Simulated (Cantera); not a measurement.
A diamond (100) surface in a fixed gas of H2 with x(CH4) = 0.0024, x(H) = 0.00047, at 925 K, 0.120 bar; coverages are run to steady state.

Computed with Cantera and the Harris–Goodwin 1993 mechanism for the reconstructed diamond (100) surface.

θ: site fractions in the mechanism's names (c6HH fully hydrogenated, c6H* and c6*H radical sites, c6** diradical, c6HM methylated).

| x(CH3) | growth (µm/h) | θ c6HH | θ c6H* | θ c6*H | θ c6** | θ c6HM |
|---|---|---|---|---|---|---|
| 1e-06 | 0.0413 | 0.669 | 0.0121 | 0.312 | 0.00502 | 0.00152 |
| 2.8e-06 | ___ | 0.667 | 0.0121 | 0.311 | 0.00499 | ___ |
| 7.8e-06 | ___ | 0.661 | 0.0120 | 0.308 | 0.00493 | ___ |
| 2.2e-05 | 0.870 | 0.643 | 0.0116 | 0.299 | 0.00477 | 0.0321 |
| 6.1e-05 | 2.24 | 0.601 | 0.0109 | 0.279 | 0.00436 | 0.0825 |
| 0.00017 | 5.18 | 0.509 | 0.00915 | 0.235 | 0.00350 | 0.191 |
| 0.00048 | 9.90 | 0.361 | 0.00641 | 0.165 | 0.00215 | 0.366 |
| 0.0013 | 14.5 | 0.216 | 0.00371 | 0.0953 | 0.000937 | 0.538 |
| 0.0038 | 17.9 | 0.108 | 0.00171 | 0.0440 | 0.000247 | 0.666 |

**Question.** What belongs in the gaps?

**Answer.** 
- 2.8e-06, growth (µm/h): 0.115
- 2.8e-06, θ c6HM: 0.00425
- 7.8e-06, growth (µm/h): 0.318
- 7.8e-06, θ c6HM: 0.0117
